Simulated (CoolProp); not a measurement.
Vapour-liquid equilibrium of n-butane (1) + trans-2-butene (2) at -21.05 °C; x and y are mole fractions of (1).

Model: multi-fluid Helmholtz-energy mixture model, Bücker 2006 and Lemmon 2005; pair parameters Bell 2016, in CoolProp.

Question: Give the bubble pressure and the first vapour's composition at x = 0.5, 0.65, 0.8. Is there an azeotrope?

Answer: x = 0.5: 0.04258 MPa, y = 0.514; x = 0.65: 0.04286 MPa, y = 0.658; x = 0.8: 0.04303 MPa, y = 0.803. No azeotrope shows between x = 0.05 and 0.95.

Pair parameters are fitted to limited data, so mixtures are less certain than the pure fluids.
